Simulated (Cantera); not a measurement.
## Ignition delay

Mixture: CH4 : O2 : N2 : CO2 = 1 : 4.44 : 16.7 : 1.8 (molar parts), at 0.330 bar, adiabatic and at constant volume. Ignition delay is the time to a rise of 400 K.

Computed with Cantera and GRI-Mech 3.0 (53 species, 325 reactions).

| T0 (K) | delay (ms) |
|---|---|
| 1275 | 27.7 |
| 1325 | 14.6 |
| 1375 | 8.18 |
| 1425 | 4.85 |
| 1475 | 3.03 |
| 1525 | 1.98 |
| 1575 | 1.35 |
| 1625 | 0.941 |
| 1675 | 0.675 |

The apparent activation energy between 1575 and 1675 K comes out as 150 kJ/mol.
